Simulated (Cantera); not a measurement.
A closed system holds: 1 mol Fe₃O₄, a varied amount of H₂, 4.2 mol N₂, held at 1198 K and 0.0800 bar.

Method: chemical equilibrium by Gibbs-energy minimisation in Cantera with the NASA 1993 tables (ideal gas, pure condensed phases). Candidate condensed phases: Fe, FeO, Fe(OH)₂, Fe(OH)₃, Fe₂O₃, Fe₃O₄, H₂O; 27 gas species. Mutual solubility and eutectic melting of coexisting phases are not modelled. The tables' stoichiometric FeO is somewhat more stable than real wüstite, so its field is too wide. FeO: taken at fixed stoichiometry. Equilibrium is a limit: real reactors are often held back by kinetics, nucleation or transport.

**Question.** Which condensed phases are stable at each of these points (n(H₂) (mol)): 1.4, 2.5, 4.6, 8.4, 15, 28, 51, 93, 170, 310, 570, 1000, 1900?

**Answer.** 
| n(H₂) (mol) | condensed phases | Fe condensed (%) |
|---|---|---|
| 1.4 | FeO(s) | 100.0 |
| 2.5 | FeO(s) | 100.0 |
| 4.6 | FeO(s) | 100.0 |
| 8.4 | Fe(γ) + FeO(s) | 100.0 |
| 15 | Fe(γ) + FeO(s) | 100.0 |
| 28 | Fe(γ) | 100.0 |
| 51 | Fe(γ) | 100.0 |
| 93 | Fe(γ) | 100.0 |
| 170 | Fe(γ) | 100.0 |
| 310 | Fe(γ) | 100.0 |
| 570 | Fe(γ) | 100.0 |
| 1000 | Fe(γ) | 100.0 |
| 1900 | Fe(γ) | 100.0 |

From 1.4 mol H₂ to 4.6 mol H₂ the condensed part is FeO(s). From 8.4 mol H₂ to 15 mol H₂ the condensed part is Fe(γ) + FeO(s). From 28 mol H₂ to 1900 mol H₂ the condensed part is Fe(γ).
